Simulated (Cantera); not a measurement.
An isothermal plug-flow reactor at 525 K and 5.00 bar (inlet), inlet velocity 0.11 m/s, active area per volume 2000 1/m; feed H2 : O2 : N2 = 0.0092 : 0.075 : 0.79 (molar parts).

Cantera simulation using Deutschmann's 1995 Pt surface mechanism with GRI-Mech 3.0 gas chemistry; the numbers are that mechanism's predictions, not measurements. Catalytic surfaces can have several steady states; this one follows from the mechanism file's or the stated starting coverage. Mass transfer to the wall is taken as infinitely fast.

Task: Predict: x(H2) at z = 0.0061 m; x(O2) at z = 0.0061 m; x(H2O) at z = 0.0061 m; θ(O*) at the exit; θ(OH*) at the exit.

Result: 
```
Quantity                 Result
----------------------  -------
x(H2) at z = 0.0061 m   1.73e-5
x(O2) at z = 0.0061 m    0.0810
x(H2O) at z = 0.0061 m   0.0106
θ(O*) at the exit         0.996
θ(OH*) at the exit      0.00390
```
